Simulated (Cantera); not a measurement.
A closed system holds: 1 mol C2H5OH, 16 mol H2, equilibrated at 2350 K and 0.0320 bar.

Equilibrium computed with Cantera from the NASA thermochemical tables; the gas is ideal and each condensed phase is pure. The numbers say what is thermodynamically allowed, not how fast it happens.

| species | before | after |
|---|---|---|
| H2 | 0.881 | 0.913 |
| CH4 | 4.84e-6 | 0.0369 |
| CO | 0.0484 | 0.0278 |
| H | 0.0655 | <1e-9 |
| H2O | 4.93e-8 | 0.0199 |
| C2H2 (acetylene) | 0.00486 | <1e-9 |
| CO2 | <1e-9 | 0.00260 |
| C2H | 1.85e-5 | <1e-9 |
| C4H2 | 1.10e-5 | <1e-9 |
| C(graphite), mol | 0.797 | 0.728 |
Gas species are given as mole fractions.

Question: What was changed between the two runs?
(A) pressure from 0.0320 bar to 0.133 bar
(B) pressure from 0.0320 bar to 1.00 bar
(C) C2H5OH replaced by acetone
(D) temperature from 2350 K to 798.15 K

Answer: D, temperature from 2350 K to 798.15 K
